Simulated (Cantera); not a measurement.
Mixture: C3H8 : O2 : N2 = 1 : 8.2 : 30.8 (molar parts), equivalence ratio 0.61, at 500000 Pa, adiabatic and at constant volume. Ignition delay is the time to a rise of 400 K.

Cantera simulation using GRI-Mech 3.0 (53 species, 325 reactions); the numbers are that mechanism's predictions, not measurements. GRI-Mech 3.0 was tuned for natural gas; its chemistry of propane as a main component is partial and can be far from experiment.

### Question
What does this change do: N2 30.8 to 84 parts?

### Answer
```tsv
quantity	before	after
delay at 1125 K	10.3 ms	20.3 ms
delay at 1275 K	0.604 ms	1.10 ms
delay at 1425 K	63.2 µs	0.114 ms
delay at 1575 K	13.0 µs	25.1 µs
delay at 1725 K	4.57 µs	11.6 µs
```
Where the delays flatten at high temperature, the 400 K rule measures the pace of heat release, not the induction time.
